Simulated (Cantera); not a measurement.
Cantera with NASA thermochemical tables; ideal gases at 1 bar, condensed phases pure. Values are per mole of reaction as written; species without (g) are pure solids or liquids, kept so even where they would boil at 1 bar.

Question: Between 1575 and 1825 K, where is each reaction favourable under standard conditions?
- CF₂(g) + CuF₂ = CF₄(g) + Cu
- 2 C + 3 CuF₂(g) = 3 Cu + 2 CF₃(g)

Answer: 
- CF₂(g) + CuF₂ = CF₄(g) + Cu: ΔG° is -129 kJ at 1575 K and -105 kJ at 1825 K; it stays negative (K > 1). ΔH° is -284 kJ and ΔS° -98 J/K at 1825 K.
- 2 C + 3 CuF₂(g) = 3 Cu + 2 CF₃(g): ΔG° is 119 kJ at 1575 K and 148 kJ at 1825 K; it stays positive (K < 1). ΔH° is -59 kJ and ΔS° -113 J/K at 1825 K.
